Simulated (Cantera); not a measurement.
A closed system holds: 1 mol C₂H₅OH, 0.14 mol O₂, 0.81 mol N₂, 2.1 mol H₂, held at 1350 K and 1 atm.

Cantera equilibrium calculation (NASA polynomials, part measured and part estimated; ideal gas, pure solids and liquids). Candidate condensed phases: C, C₆H₆, C₇H₈, C₈H₁₈, H₂O; 136 gas species. Kinetics and transport are ignored.

Base state: H₂ 0.705, CO 0.178, N₂ 0.113, CH₄ 0.00291, H₂O 0.000728, CO₂ 9.34e-5, HCN 9.20e-5, NH₃ 2.06e-5 (mole fractions); condensed: C(graphite).

Question: What changes in the equilibrium state with this change: pressure from 1 atm to 11.3 Torr?

Answer: 
| species | before | after |
|---|---|---|
| H₂ | 0.705 | 0.709 |
| CO | 0.178 | 0.178 |
| N₂ | 0.113 | 0.113 |
| CH₄ | 0.00291 | 4.35e-5 |
| H₂O | 0.000728 | 1.09e-5 |
| CO₂ | 9.34e-5 | 1.39e-6 |
| NH₃ | 2.06e-5 | 3.08e-7 |
| H | 1.99e-6 | 1.64e-5 |
| C(graphite), mol | 0.704 | 0.719 |

Question: What changes in the equilibrium state with this change: C₂H₅OH replaced by toluene?

Answer: 
```
species             before     after
----------------  --------  --------
H₂                   0.705     0.844
N₂                   0.113     0.113
CO                   0.178    0.0389
CH₄                0.00291   0.00416
CO₂                9.34e-5   4.47e-6
H₂O               0.000728  0.000191
NH₃                2.06e-5   2.70e-5
HCN                9.20e-5  0.000101
C(graphite), mol     0.704      6.69
```
